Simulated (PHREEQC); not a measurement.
A solution holds 0.53 mol/kgw Na2SO4, at 47 °C. Closed to the air; pH follows from the charge balance.

Model: Pitzer model, pitzer.dat, run in PHREEQC.

This is a speciation only: nothing precipitates in the calculation.

### Question
Estimate the activity of water, osmotic coefficient, density.

### Answer
activity of water 0.980; osmotic coefficient 0.696; density 1.051 g/cm³.

Species that the database lacks are ignored. Constants without temperature data keep their 25 °C values here.
